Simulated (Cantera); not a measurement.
Input (Python, Cantera):

```python
import numpy as np
import cantera as ct

gas = ct.Solution("gri30.yaml")
gas.TPX = 1373, 5800, {'N2O': 1}
reactor = ct.IdealGasConstPressureReactor(gas, energy="off", clone=False)
net = ct.ReactorNet([reactor])
net.rtol, net.atol = 1e-08, 1e-18
show = ['N2O', 'O', 'O2', 'NO', 'N2', 'NO2']
times = np.geomspace(5e-06, 6, 13)

steps = ct.SolutionArray(gas, extra=["t"])
rows = []
print(f"{'t/s':>10s}{'T/K':>9s}{'P/Pa':>11s}" + "".join(f"{s:>11s}" for s in show))
for t in times:
    while net.time < t:
        t_next = net.step()
        steps.append(gas.state, t=t_next)
    rows.append([np.interp(t, steps.t, y) for y in (steps.T, steps.P, *steps(*show).X.T)])
    print(f"{t:10.3e}{rows[-1][0]:9.1f}{rows[-1][1]:11.4g}" + "".join(f"{x:11.3e}" for x in rows[-1][2:]))
rate = np.gradient(steps.T, steps.t)
print("integrator steps:", len(steps.t))
if steps.T.max() > steps.T[0] + 200:
    print(f"time of steepest temperature rise: {steps.t[rate.argmax()]:.4e} s")
gas.TPX = 1373, 5800, {'N2O': 1}
gas.equilibrate("TP")
print(f"equilibrium (TP): T = {gas.T:.1f} K  " + "  ".join(f"{s} {gas[s].X[0]:.3e}" for s in show))
```

Result:

```
       t/s      T/K       P/Pa        N2O          O         O2         NO         N2        NO2
 5.000e-06   1373.0       5800  1.000e+00  1.493e-06  5.129e-08  2.308e-08  1.607e-06  4.530e-17
 1.605e-05   1373.0       5800  1.000e+00  4.384e-06  4.999e-07  2.249e-07  5.496e-06  4.355e-15
 5.154e-05   1373.0       5800  1.000e+00  1.078e-05  4.293e-06  1.931e-06  2.033e-05  3.166e-13
 1.655e-04   1373.0       5800  9.999e-01  1.756e-05  2.770e-05  1.246e-05  7.920e-05  1.313e-11
 5.313e-04   1373.0       5800  9.995e-01  1.877e-05  1.196e-04  5.382e-05  2.849e-04  2.437e-10
 1.706e-03   1373.0       5800  9.984e-01  1.877e-05  4.176e-04  1.879e-04  9.480e-04  2.926e-09
 5.477e-03   1373.0       5800  9.949e-01  1.877e-05  1.371e-03  6.170e-04  3.070e-03  3.011e-08
 1.759e-02   1373.0       5800  9.838e-01  1.877e-05  4.404e-03  1.981e-03  9.817e-03  2.691e-07
 5.646e-02   1373.0       5800  9.491e-01  1.876e-05  1.384e-02  6.223e-03  3.081e-02  1.818e-06
 1.813e-01   1373.0       5800  8.482e-01  1.873e-05  4.131e-02  1.857e-02  9.194e-02  7.939e-06
 5.820e-01   1373.0       5800  6.049e-01  1.860e-05  1.075e-01  4.824e-02  2.393e-01  2.467e-05
 1.869e+00   1373.0       5800  2.355e-01  1.792e-05  2.084e-01  9.284e-02  4.633e-01  5.479e-05
 6.000e+00   1373.0       5800  2.082e-02  1.126e-05  2.680e-01  1.167e-01  5.944e-01  8.383e-05
integrator steps: 840
equilibrium (TP): T = 1373.0 K  N2O 1.027e-08  O 1.486e-06  O2 3.330e-01  NO 7.225e-04  N2 6.663e-01  NO2 1.787e-06
```

Computed with Cantera and GRI-Mech 3.0 (53 species, 325 reactions). GRI-Mech 3.0 was tuned for natural gas; its chemistry of N2O as a main component is partial and can be far from experiment. The mechanism lacks the step 2 NO + O2 → 2 NO2, which can matter for NO2 below about 1400 K. The temperature is held fixed by assumption; the heat of reaction is taken as removed at once.
